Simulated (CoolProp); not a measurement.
Vapour-liquid equilibrium of R13 (1) + propylene (2) at 73.8 kPa; x and y are mole fractions of (1).

Values from CoolProp's multi-fluid Helmholtz-energy mixture model, Platzer 1990 and Lemmon 2013; pair parameters Bell 2016. This equation is an older, rougher fit; its heat capacities, sound speeds and derivatives of the liquid may be far off and weren't checked against measurements.

```csv
x,bubble temperature (K),y at the bubble point,dew temperature at overall composition x (K),liquid density (mol/L)
0.05,211.4,0.340,217.8,14.84
0.2,199.6,0.701,214.7,15.01
0.35,194.4,0.809,211.1,15.00
0.5,191.6,0.861,206.9,14.94
0.65,189.7,0.898,201.7,14.86
0.8,188.1,0.935,194.9,14.80
0.95,186.5,0.980,187.5,14.77
```

No azeotrope shows between x = 0.05 and 0.95.

The pair parameters rest on a limited set of measurements; away from them the model extrapolates.
